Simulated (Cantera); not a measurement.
Adiabatic ignition

An adiabatic, constant-volume homogeneous reactor starts with 6.28 % CH₄, 18.8 % O₂, 70.4 % N₂, 4.59 % H₂O, equivalence ratio 0.67, at 1173 K and 5.00 bar.

Detailed kinetics in Cantera: GRI-Mech 3.0 (53 species, 325 reactions).

| t (s) | T (K) | P (bar) | x CH₄ | x O₂ | x HO₂ | x CH₂CO | x O |
|---|---|---|---|---|---|---|---|
| 2.00e-6 | 1173 | 5.00 | 0.0628 | 0.188 | 3.23e-9 | <1e-12 | 1.39e-12 |
| 6.46e-6 | 1173 | 5.00 | 0.0628 | 0.188 | 1.04e-8 | <1e-12 | 3.41e-12 |
| 2.09e-5 | 1173 | 5.00 | 0.0628 | 0.188 | 3.33e-8 | <1e-12 | 1.02e-11 |
| 6.74e-5 | 1173 | 5.00 | 0.0628 | 0.188 | 1.04e-7 | <1e-12 | 3.54e-11 |
| 0.000218 | 1173 | 5.00 | 0.0628 | 0.188 | 3.03e-7 | <1e-12 | 1.61e-10 |
| 0.000704 | 1173 | 5.00 | 0.0628 | 0.188 | 6.75e-7 | <1e-12 | 9.04e-10 |
| 0.00227 | 1173 | 5.00 | 0.0627 | 0.188 | 1.33e-6 | 2.20e-10 | 1.93e-9 |
| 0.00734 | 1179 | 5.02 | 0.0620 | 0.187 | 6.01e-6 | 4.57e-8 | 9.39e-9 |
| 0.0237 | 2611 | 11.2 | <1e-12 | 0.0552 | 1.61e-5 | <1e-12 | 0.00173 |
| 0.0767 | 2611 | 11.2 | <1e-12 | 0.0552 | 1.61e-5 | <1e-12 | 0.00173 |
| 0.248 | 2611 | 11.2 | <1e-12 | 0.0552 | 1.61e-5 | <1e-12 | 0.00173 |
| 0.800 | 2611 | 11.2 | <1e-12 | 0.0552 | 1.61e-5 | <1e-12 | 0.00173 |
x: mole fraction; the columns are a selection and need not sum to one.

```yaml
time_of_steepest_temperature_rise: 11.6 ms
temperature at 0.800 s: 2611 K
equilibrium_temperature: 2611 K
x(CH₄) at 0.800 s: <1e-12 (gas-phase equilibrium <1e-12)
x(O₂) at 0.800 s: 0.0552 (gas-phase equilibrium 0.0552)
x(HO₂) at 0.800 s: 1.61e-5 (gas-phase equilibrium 1.61e-5)
```
